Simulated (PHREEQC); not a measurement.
Model water analysis in mg/kgw, 20 °C, pH 6.38, pe 10.6:

```
constituent         mg/kgw
------------------  ------
Na                    1630
K                     1.04
Ca                    75.1
Mg                      72
Cl                    2020
S(6) as SO4           1100
Alkalinity as HCO3    87.9
N(5) as NO3           27.1
B                    0.229
Br                    19.6
Cu(2)                 58.7
```

Valence states are taken as typed.

All values are PHREEQC results (ion-association model, wateq4f.dat), not measurements.

No solid was allowed to form.

Task: Order these Cu species by the share of Cu that they hold, largest first: Cu2(OH)2+2, CuHCO3+, CuSO4, Cu+2, CuCO3.

Result: Cu+2 (54 %), CuSO4 (15 %), CuHCO3+ (12 %), CuCO3 (9.7 %), Cu2(OH)2+2 (3.6 %)

Task: Order these Ca species by the share of Ca that they hold, largest first: CaHCO3+, CaSO4, Ca+2.

Result: Ca+2 (79 %), CaSO4 (21 %), CaHCO3+ (0.38 %)

The pH is 6.38 and the ionic strength 0.0915 mol/kgw. The solution is supersaturated, for example in Malachite, Atacamite, so a real one may precipitate; this is no full list.
